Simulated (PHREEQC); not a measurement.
Solution (25 °C): 0.13 mol HF and 0.0077 mol KF per kg of water. Closed to the air; pH follows from the charge balance.

All values are PHREEQC results (ion-association model, phreeqc.dat), not measurements.

Each row changes one thing in this solution. This is a speciation only: nothing precipitates in the calculation.

```json
[
 {"case": "as made", "pH": "2.11", "ionic strength (mol/kgw)": "0.0164", "HF (mol/kgw)": "0.116", "F- (mol/kgw)": "0.0114", "HF2- (mol/kgw)": "0.00506"},
 {"case": "diluted 100-fold with water", "pH": "3.20", "ionic strength (mol/kgw)": "0.000721", "HF (mol/kgw)": "0.000654", "F- (mol/kgw)": "0.000719", "HF2- (mol/kgw)": "1.81e-6"},
 {"case": "KF left out", "pH": "1.98", "ionic strength (mol/kgw)": "0.0117", "HF (mol/kgw)": "0.115", "F- (mol/kgw)": "0.00810", "HF2- (mol/kgw)": "0.00357"},
 {"case": "HF from 0.13 to 0.013 mol/kgw", "pH": "3.00", "ionic strength (mol/kgw)": "0.00880", "HF (mol/kgw)": "0.0115", "F- (mol/kgw)": "0.00843", "HF2- (mol/kgw)": "0.000373"}
]
```
